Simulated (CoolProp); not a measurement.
A simple Rankine cycle with R236FA: condensing at 332.15 K, boiler at 2.72 MPa, turbine inlet 399 K, turbine efficiency 0.75, pump efficiency 0.8, no recuperator. Each further row changes one setting.

Values from CoolProp's reference Helmholtz-energy equation of state, Pan 2012.

| case | thermal efficiency (%) | net work (kJ/kg) | heat in (kJ/kg) | turbine exit temperature (K) | volume ratio over the turbine |
|---|---|---|---|---|---|
| as stated | 7.9 | 12.6 | 160 | 355.4 | 4.77 |
| condensing temperature 324.15 K | 8.9 | 15.2 | 170 | 350.4 | 5.99 |
| boiler pressure 1.9 MPa | 6.3 | 11.0 | 176 | 373.4 | 2.82 |
| turbine efficiency 0.65 | 6.7 | 10.7 | 160 | 357.3 | 4.81 |
